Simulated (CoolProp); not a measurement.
The fluid at 293.15 K and 0.00801 MPa is throttled through a valve to 0.00268 MPa with no heat exchange. The same conditions are run with several fluids, on thermodynamics alone (safety and materials aside).

Values from CoolProp's reference Helmholtz-energy equation of state of each fluid (methanol: de Reuck 1993; R11: Jacobsen 1992; normal hydrogen: Leachman 2009; R114: Platzer 1990; R236FA: Pan 2012). The equations of Platzer and Polt are older, rougher fits.

```json
[
 {"fluid": "methanol", "temperature change (K)": "-3.5", "final density (kg/m³)": "(withheld)"},
 {"fluid": "R11", "temperature change (K)": "(withheld)", "final density (kg/m³)": "0.151"},
 {"fluid": "normal hydrogen", "temperature change (K)": "+0.0", "final density (kg/m³)": "(withheld)"},
 {"fluid": "R114", "temperature change (K)": "-0.1", "final density (kg/m³)": "0.188"},
 {"fluid": "R236FA", "temperature change (K)": "-0.1", "final density (kg/m³)": "(withheld)"}
]
```

Q: Fill in the missing entries.

A: 
- methanol, final density (kg/m³): 0.0357
- R11, temperature change (K): -0.2
- normal hydrogen, final density (kg/m³): 0.00222
- R236FA, final density (kg/m³): 0.167
